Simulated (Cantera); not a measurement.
A closed system holds: 1 mol SiO2, 3.6 mol C, 0.97 mol N2, held at 0.143 Torr.

Cantera equilibrium calculation (NASA polynomials, part measured and part estimated; ideal gas, pure solids and liquids). Candidate condensed phases: C, Si, SiC, SiO2, Si2N2O, Si3N4; 34 gas species. Rates play no part.

**Question.** What share of the Si ends up in condensed phases as a function of T (K), at 1700, 1775, 1850, 1925, 2000, 2075, 2150, 2225, 2300?

**Answer.** 
```tsv
T (K)	Si condensed (%)	as
1700	99.2	SiC(s)
1775	98.9	SiC(s)
1850	98.4	SiC(s)
1925	97.3	SiC(s)
2000	94.0	SiC(s)
2075	84.3	SiC(s)
2150	54.1	SiC(s)
2225	0.0	-
2300	0.0	-
```
